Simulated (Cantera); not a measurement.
# Equilibrium for carbothermic reduction: Ta2O5 + C + CO

Input: 1 mol Ta2O5, 1 mol C, 0.019 mol CO, at 2450 K.

Cantera equilibrium calculation (NASA polynomials, part measured and part estimated; ideal gas, pure solids and liquids). Candidate condensed phases: C, Ta, TaC, Ta2O5; 15 gas species. Mutual solubility and eutectic melting of coexisting phases are not modelled. TaC: taken at fixed stoichiometry. Condensed phases not in the tables: Ta2C, N, O or C dissolved in the metal. The numbers say what is thermodynamically allowed, not how fast it happens.

At 0.000100 bar nothing is condensed. At 0.000420 bar the condensed part is Ta2O5(l). From 0.00180 bar to 0.130 bar the condensed part is Ta(s) + Ta2O5(l). From 0.560 bar to 10.0 bar the condensed part is TaC(s) + Ta2O5(l). The main Ta-bearing gas is TaO2 throughout.

```tsv
P (Pa)	x CO	x TaO2	x TaO	x O	x CO2	n Ta2O5(l)	n Ta(s)	n TaC(s)
10	0.328	0.623	0.0251	0.0221	0.00228	0	0	0
42	0.373	0.565	0.0584	0.00205	0.00101	0.151	0	0
180	0.748	0.202	0.0488	0.000204	0.000868	0.677	0.306	0
750	0.939	0.0484	0.0117	4.90e-5	0.00109	0.776	0.382	0
3200	0.985	0.0114	0.00275	1.15e-5	0.00114	0.795	0.396	0
13000	0.995	0.00279	0.000676	2.83e-6	0.00115	0.798	0.399	0
56000	0.998	0.000581	0.000113	8.18e-7	0.00144	0.857	0	0.286
240000	0.998	0.000110	1.41e-5	2.89e-7	0.00218	0.857	0	0.286
1000000	0.997	2.16e-5	1.84e-6	1.04e-7	0.00328	0.857	0	0.286
```
x: gas mole fraction; n: condensed amount in mol.
